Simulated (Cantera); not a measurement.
# Stirred combustor or abatement burner

A perfectly stirred reactor is fed with 13.0 % CO, 12.5 % H₂, 10.6 % O₂, 63.8 % N₂, equivalence ratio 1.2, at 9.90 bar; it is adiabatic with a 773 K inlet, and is followed from long to short residence time, starting on the burning branch (τ in s: 0.16, 0.045, 0.013, 0.0038, 0.0011, 0.00031, 8.9e-05, 2.6e-05, 7.4e-06).

Model: GRI-Mech 3.0 (53 species, 325 reactions), integrated in Cantera. The hydrogen kinetics of GRI-Mech 3.0 are dated; newer H2 mechanisms differ, most at raised pressure.

```json
[
 {"τ (s)": "0.16", "T (K)": "2366", "x CO": "0.0403", "x H₂": "0.00859", "x O₂": "0.000241", "x HO₂": "1.29e-7", "x N₂O": "9.45e-8", "x H₂O₂": "3.39e-8"},
 {"τ (s)": "0.045", "T (K)": "2365", "x CO": "0.0404", "x H₂": "0.00862", "x O₂": "0.000304", "x HO₂": "1.65e-7", "x N₂O": "1.02e-7", "x H₂O₂": "4.00e-8"},
 {"τ (s)": "0.013", "T (K)": "2360", "x CO": "0.0407", "x H₂": "0.00870", "x O₂": "0.000489", "x HO₂": "2.83e-7", "x N₂O": "1.24e-7", "x H₂O₂": "5.78e-8"},
 {"τ (s)": "0.0038", "T (K)": "2348", "x CO": "0.0415", "x H₂": "0.00893", "x O₂": "0.000965", "x HO₂": "6.55e-7", "x N₂O": "1.69e-7", "x H₂O₂": "1.01e-7"},
 {"τ (s)": "0.0011", "T (K)": "2324", "x CO": "0.0433", "x H₂": "0.00944", "x O₂": "0.00204", "x HO₂": "1.71e-6", "x N₂O": "2.42e-7", "x H₂O₂": "1.89e-7"},
 {"τ (s)": "0.00031", "T (K)": "2277", "x CO": "0.0469", "x H₂": "0.0105", "x O₂": "0.00419", "x HO₂": "4.47e-6", "x N₂O": "3.33e-7", "x H₂O₂": "3.40e-7"},
 {"τ (s)": "8.9e-5", "T (K)": "2199", "x CO": "0.0526", "x H₂": "0.0122", "x O₂": "0.00779", "x HO₂": "1.09e-5", "x N₂O": "4.14e-7", "x H₂O₂": "5.75e-7"},
 {"τ (s)": "2.6e-5", "T (K)": "2079", "x CO": "0.0610", "x H₂": "0.0146", "x O₂": "0.0132", "x HO₂": "2.52e-5", "x N₂O": "4.64e-7", "x H₂O₂": "9.75e-7"},
 {"τ (s)": "7.4e-6", "T (K)": "1894", "x CO": "0.0755", "x H₂": "0.0177", "x O₂": "0.0225", "x HO₂": "6.05e-5", "x N₂O": "4.80e-7", "x H₂O₂": "1.95e-6"}
]
```
x: mole fraction; the columns are a selection and need not sum to one.
